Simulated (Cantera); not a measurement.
A Cantera script and what it prints.

```python
import numpy as np
import cantera as ct

gas_names = """
    B BH BH2 BH3 BO BO2 B2 B2O B2O2 B2O3 B3O3H3 H HBO HBO2 HO2 H2 H2O H2O2 H3B3O6 O OH O2 O3
""".split()
cond_names = """
    B(b) B(L) B2O3(L) B3O3H3(cr) H2O(s) H2O(L)
""".split()


def load(file, names, dense=False):
    # The tables refer to 1 bar. Condensed volumes are neglected.
    table = {s.name: s for s in ct.Species.list_from_file(file)}
    out = []
    for n in names:
        d = dict(table[n].input_data)
        d["thermo"] = dict(d["thermo"], **{"reference-pressure": 1e5})
        if dense:
            d["equation-of-state"] = {"model": "constant-volume", "density": "1e6 g/cm^3"}
        out.append(ct.Species.from_dict(d))
    return out


gas = ct.Solution(thermo="ideal-gas", species=load("nasa_gas.yaml", gas_names))
cond = {s.name: ct.Solution(thermo="fixed-stoichiometry", species=[s], name=s.name)
        for s in load("nasa_condensed.yaml", cond_names, dense=True)}
atoms = {
    'B2O3': {'B': 2, 'O': 3},
    'H2': {'H': 2},
    'O2': {'O': 2},
}
top_T = {}  # K; cautious upper limits of use, not melting points


def equilibrate(T, P, feed):
    n = {}
    for name, mol in feed.items():
        for a, k in atoms[name].items():
            n[a] = n.get(a, 0.0) + k * mol
    gas.TPX = T, P, n
    mass = sum(n.values()) * gas.mean_molecular_weight
    gas.equilibrate("TP")
    valid = [c for c in cond.values() if c.min_temp <= T <= top_T.get(c.name, c.max_temp)]
    mix = ct.Mixture([(gas, mass / gas.mean_molecular_weight)] + [(c, 0.0) for c in valid])
    mix.T, mix.P = T, P
    mix.equilibrate("TP", solver="vcs", rtol=1e-11, max_steps=5000)
    return mix


results = []
feed = {'B2O3': 1, 'H2': 8.5, 'O2': 0.25}  # mol
T = 1325  # K
for P in [10, 28, 77, 220, 600, 1700, 4600, 13000, 36000, 100000]:
    mix = equilibrate(T, P, feed)
    results.append((T, P, feed, dict(zip(mix.species_names, mix.species_moles))))
    x = sorted(zip(gas.X, gas.species_names), reverse=True)
    print(f"T = {T:g} K  P = {P:g} Pa  gas = {mix.phase_moles(0):.4g} mol")
    print("   x: " + "  ".join(f"{s} {v:.3e}" for v, s in x if v > 1e-05))
    print("   condensed (mol): " + ("  ".join(f"{mix.phase(i).name} {mix.phase_moles(i):.4g}"
          for i in range(1, mix.n_phases) if mix.phase_moles(i) > 1e-12) or "none"))
```

Result:

```
T = 1325 K  P = 10 Pa  gas = 8.82 mol
   x: H2 9.066e-01  HBO2 6.471e-02  H2O 2.453e-02  B2O3 3.666e-03  HBO 3.811e-04  H 1.557e-04
   condensed (mol): B2O3(L) 0.6806
T = 1325 K  P = 28 Pa  gas = 8.713 mol
   x: H2 9.180e-01  HBO2 4.589e-02  H2O 3.454e-02  B2O3 1.309e-03  HBO 1.943e-04  H 9.364e-05
   condensed (mol): B2O3(L) 0.7878
T = 1325 K  P = 77 Pa  gas = 8.637 mol
   x: H2 9.261e-01  H2O 4.258e-02  HBO2 3.072e-02  B2O3 4.761e-04  HBO 1.065e-04  H 5.671e-05
   condensed (mol): B2O3(L) 0.8627
T = 1325 K  P = 220 Pa  gas = 8.585 mol
   x: H2 9.318e-01  H2O 4.856e-02  HBO2 1.941e-02  B2O3 1.666e-04  HBO 5.935e-05  H 3.366e-05
   condensed (mol): B2O3(L) 0.9149
T = 1325 K  P = 600 Pa  gas = 8.553 mol
   x: H2 9.353e-01  H2O 5.236e-02  HBO2 1.221e-02  B2O3 6.110e-05  HBO 3.474e-05  H 2.042e-05
   condensed (mol): B2O3(L) 0.947
T = 1325 K  P = 1700 Pa  gas = 8.532 mol
   x: H2 9.376e-01  H2O 5.488e-02  HBO2 7.424e-03  B2O3 2.156e-05  HBO 2.021e-05  H3B3O6 1.275e-05  H 1.215e-05
   condensed (mol): B2O3(L) 0.9679
T = 1325 K  P = 4600 Pa  gas = 8.52 mol
   x: H2 9.390e-01  H2O 5.637e-02  HBO2 4.574e-03  H3B3O6 2.184e-05  HBO 1.214e-05
   condensed (mol): B2O3(L) 0.9801
T = 1325 K  P = 13000 Pa  gas = 8.512 mol
   x: H2 9.399e-01  H2O 5.732e-02  HBO2 2.744e-03  H3B3O6 3.763e-05
   condensed (mol): B2O3(L) 0.9878
T = 1325 K  P = 36000 Pa  gas = 8.507 mol
   x: H2 9.404e-01  H2O 5.786e-02  HBO2 1.656e-03  H3B3O6 6.351e-05
   condensed (mol): B2O3(L) 0.9921
T = 1325 K  P = 100000 Pa  gas = 8.504 mol
   x: H2 9.408e-01  H2O 5.814e-02  HBO2 9.963e-04  H3B3O6 1.066e-04
   condensed (mol): B2O3(L) 0.9944
```

Method: chemical equilibrium by Gibbs-energy minimisation in Cantera with the NASA 1993 tables (ideal gas, pure condensed phases). Gases not in the tables: H3BO3.
